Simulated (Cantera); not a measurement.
What does this Cantera script print?

```python
import numpy as np
import cantera as ct

gas = ct.Solution("gri30.yaml")
gas.TPX = 1350, 1200000, {'CH4': 1, 'CO': 1.3, 'O2': 3.31, 'N2': 12.5}
reactor = ct.IdealGasReactor(gas, energy="on", clone=False)
net = ct.ReactorNet([reactor])
net.rtol, net.atol = 1e-08, 1e-16
show = ['CH4', 'CO', 'O2', 'OH', 'CH2O']
times = np.geomspace(4e-06, 0.1, 16)

steps = ct.SolutionArray(gas, extra=["t"])
rows = []
print(f"{'t/s':>10s}{'T/K':>9s}{'P/Pa':>11s}" + "".join(f"{s:>11s}" for s in show))
for t in times:
    while net.time < t:
        t_next = net.step()
        steps.append(gas.state, t=t_next)
    rows.append([np.interp(t, steps.t, y) for y in (steps.T, steps.P, *steps(*show).X.T)])
    print(f"{t:10.3e}{rows[-1][0]:9.1f}{rows[-1][1]:11.4g}" + "".join(f"{x:11.3e}" for x in rows[-1][2:]))
rate = np.gradient(steps.T, steps.t)
print("integrator steps:", len(steps.t))
if steps.T.max() > steps.T[0] + 200:
    print(f"time of steepest temperature rise: {steps.t[rate.argmax()]:.4e} s")
gas.TPX = 1350, 1200000, {'CH4': 1, 'CO': 1.3, 'O2': 3.31, 'N2': 12.5}
gas.equilibrate("UV")
print(f"equilibrium (UV): T = {gas.T:.1f} K  " + "  ".join(f"{s} {gas[s].X[0]:.3e}" for s in show))
```

Output:

```
       t/s      T/K       P/Pa        CH4         CO         O2         OH       CH2O
 4.000e-06   1350.0    1.2e+06  5.522e-02  7.178e-02  1.828e-01  6.988e-09  5.536e-08
 7.857e-06   1350.0    1.2e+06  5.522e-02  7.178e-02  1.828e-01  1.029e-08  2.377e-07
 1.543e-05   1350.0    1.2e+06  5.521e-02  7.178e-02  1.828e-01  1.661e-08  1.048e-06
 3.031e-05   1350.1    1.2e+06  5.520e-02  7.178e-02  1.828e-01  2.998e-08  4.690e-06
 5.954e-05   1350.3    1.2e+06  5.517e-02  7.177e-02  1.827e-01  5.552e-08  1.996e-05
 1.170e-04   1351.1  1.201e+06  5.505e-02  7.175e-02  1.827e-01  8.440e-08  6.830e-05
 2.297e-04   1353.8  1.203e+06  5.474e-02  7.169e-02  1.824e-01  1.302e-07  1.861e-04
 4.513e-04   1364.3  1.212e+06  5.363e-02  7.155e-02  1.816e-01  3.183e-07  5.039e-04
 8.864e-04   2958.4  2.594e+06  6.118e-15  2.816e-02  4.028e-02  1.424e-02  1.133e-09
 1.741e-03   2952.9  2.589e+06  6.166e-15  2.812e-02  3.884e-02  1.396e-02  1.130e-09
 3.420e-03   2952.9  2.589e+06  6.166e-15  2.812e-02  3.884e-02  1.396e-02  1.130e-09
 6.718e-03   2952.9  2.589e+06  6.166e-15  2.812e-02  3.884e-02  1.396e-02  1.130e-09
 1.320e-02   2952.9  2.589e+06  6.166e-15  2.812e-02  3.884e-02  1.396e-02  1.130e-09
 2.592e-02   2952.9  2.589e+06  6.166e-15  2.812e-02  3.884e-02  1.396e-02  1.130e-09
 5.091e-02   2952.9  2.589e+06  6.166e-15  2.812e-02  3.884e-02  1.396e-02  1.130e-09
 1.000e-01   2952.9  2.589e+06  6.166e-15  2.812e-02  3.884e-02  1.396e-02  1.130e-09
integrator steps: 2295
time of steepest temperature rise: 7.6940e-04 s
equilibrium (UV): T = 2952.9 K  CH4 8.180e-15  CO 2.812e-02  O2 3.884e-02  OH 1.396e-02  CH2O 1.130e-09
```

Detailed kinetics in Cantera: GRI-Mech 3.0 (53 species, 325 reactions). The pressure lies above the range GRI-Mech 3.0 was tuned for (to about 10 atm).
